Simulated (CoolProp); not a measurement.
A simple Rankine cycle with n-octane: condensing at 312.15 K, boiler at 0.165 MPa, turbine inlet 422.3 K, turbine efficiency 0.6, pump efficiency 0.7, no recuperator. Each further row changes one setting.

The numbers come from the reference Helmholtz-energy equation of state, Beckmüller 2019 in CoolProp.

```tsv
case	thermal efficiency (%)	net work (kJ/kg)	heat in (kJ/kg)	turbine exit temperature (K)	volume ratio over the turbine
as stated	(withheld)	(withheld)	562	388.7	41.5
turbine inlet 442.3 K	10.8	66.0	608	(withheld)	41.1
condensing temperature 304.15 K	(withheld)	69.1	(withheld)	385.5	(withheld)
boiler pressure 0.115 MPa	10.1	(withheld)	565	392.7	28.5
turbine efficiency 0.5	9.3	(withheld)	562	393.8	42.0
```

### Question
Complete the blanks.

### Answer

- as stated, thermal efficiency (%): 11.1
- as stated, net work (kJ/kg): 62.5
- turbine inlet 442.3 K, turbine exit temperature (K): 409.0
- condensing temperature 304.15 K, thermal efficiency (%): 11.9
- condensing temperature 304.15 K, heat in (kJ/kg): 580
- condensing temperature 304.15 K, volume ratio over the turbine: 62.4
- boiler pressure 0.115 MPa, net work (kJ/kg): 57.3
- turbine efficiency 0.5, net work (kJ/kg): 52.0
